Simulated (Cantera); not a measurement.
Feed: 1 mol PbO, 13 mol H₂, held at 0.133 bar.

Equilibrium computed with Cantera from the NASA thermochemical tables; the gas is ideal and each condensed phase is pure. Candidate condensed phases: H₂O, Pb, PbO, PbO₂, Pb₃O₄; 12 gas species. The numbers say what is thermodynamically allowed, not how fast it happens. All values below are at 1148 K.

Base state: H₂ 0.921, H₂O 0.0768, Pb 0.00210 (mole fractions); condensed: Pb(l).

**Question.** What changes in the equilibrium state with this change: pressure from 0.133 bar to 3.00 bar?

**Answer.** 
```tsv
species	before	after
H₂	0.921	0.923
H₂O	0.0768	0.0769
Pb	0.00210	9.34e-5
Pb(l), mol	0.973	0.999
```
